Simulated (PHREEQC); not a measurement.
**Buffer**

A solution holds 1.9 mmol/kgw H3BO3, 3.5 mmol/kgw Na2CO3 and 11 mmol/kgw LiCl, at 50 °C. Closed to the air; pH follows from the charge balance.

Computed with PHREEQC (ion-association model, wateq4f.dat).

Precipitation was switched off in this run.

What pH does the model give?

pH 9.78.

In which forms is C present?

HCO3- 57 %, CO3-2 35 %, NaCO3- 8.0 % of the C.

Constants without temperature data keep their 25 °C values here.
